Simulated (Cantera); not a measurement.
A closed system holds: 1 mol Cu, 3.9 mol NH3, 8.5 mol H2, at 673 K and 5.40 bar.

Equilibrium computed with Cantera from the NASA thermochemical tables; the gas is ideal and each condensed phase is pure. Candidate condensed phases: Cu; 11 gas species. Rates play no part.

Base state: H2 0.868, N2 0.112, NH3 0.0197 (mole fractions); condensed: Cu(s).

Problem. What changes in the equilibrium state with this change: NH3 from 3.9 to 1.4 mol?

Solution. 
```json
[
 {"species": "H2", "before": "0.868", "after": "0.929"},
 {"species": "N2", "before": "0.112", "after": "0.0552"},
 {"species": "NH3", "before": "0.0197", "after": "0.0153"},
 {"species": "Cu(s), mol", "before": "1.00", "after": "1.00"}
]
```
